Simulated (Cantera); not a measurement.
Charge: 1 mol SiCl4, 0.17 mol O2, 98 mol N2, 0.64 mol H2O, held at 13.3 mbar.

Cantera equilibrium calculation (NASA polynomials, part measured and part estimated; ideal gas, pure solids and liquids). Candidate condensed phases: H2O, NH4Cl, Si, SiO2, Si2N2O, Si3N4; 47 gas species. Kinetics and transport are ignored.

At 777 °C, list the 5 most abundant gas species with their mole fractions, and the condensed phases.

N2 0.979, HCl 0.0128, SiCl4 0.00509, Cl2 0.00320, Cl 0.000388. Condensed: SiO2(β-quartz).
